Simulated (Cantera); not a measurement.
A closed system holds: 1 mol CH₃SiCl₃, 0.89 mol C₃H₈, 8.2 mol H₂, at 2177 °C and 5.10 mbar.

Method: chemical equilibrium by Gibbs-energy minimisation in Cantera with the NASA 1993 tables (ideal gas, pure condensed phases). Candidate condensed phases: C, C₆H₆, C₇H₈, C₈H₁₈, Si, SiC; 109 gas species. The feed counts by its element totals alone. The tables' values for SiCl are old estimates; treat these amounts as uncertain. Gases not in the tables: Si₂H₆ and higher silanes. Rates play no part.

Base state: H₂ 0.568, H 0.212, HCl 0.127, Si 0.0388, Cl 0.0336, SiC₂ 0.00868, C₂H₂ (acetylene) 0.00495, SiCl₂ 0.00265 (mole fractions); condensed: C(graphite).

Q: What changes in the equilibrium state with this change: temperature from 2177 °C to 650 °C?

A: 
```
species            before    after
----------------  -------  -------
H₂                  0.568    0.857
HCl                 0.127    0.120
SiCl₄             1.03e-9   0.0215
H                   0.212  3.19e-9
Si                 0.0388    <1e-9
Cl                 0.0336    <1e-9
SiC₂              0.00868    <1e-9
C₂H₂ (acetylene)  0.00495    <1e-9
SiCl              0.00235    <1e-9
Si₂C              0.00140    <1e-9
C(graphite), mol     3.15     2.98
SiC(s), mol             0    0.681
```
The tables' values for SiCl₃ are old estimates; treat these amounts as uncertain.
